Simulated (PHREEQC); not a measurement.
Solution (75 °C): 48 mmol/kgw H2SeO4, 8.9 mmol/kgw HCl and 67 mmol/kgw CaCl2. Closed to the air; pH follows from the charge balance.

All values are PHREEQC results (ion-association model, wateq4f.dat), not measurements.

| quantity | before | after |
|---|---|---|
| pH | 1.27 | 1.24 |
| ionic strength (mol/kgw) | 0.283 | 0.291 |
| HSeO4- (mol/kgw) | 0.0356 | 0.0313 |
| SeO4-2 (mol/kgw) | 0.0124 | 0.0167 |

**Question.** What was changed between the two runs?
A) diluted 5-fold with water
B) diluted 10-fold with water
C) 0.0043 mol/kgw HF added
D) 0.0025 mol/kgw KHCO3 added
E) temperature from 75 to 50 °C

**Answer.** E, temperature from 75 to 50 °C

This is a speciation only: nothing precipitates in the calculation. Constants without temperature data keep their 25 °C values here.
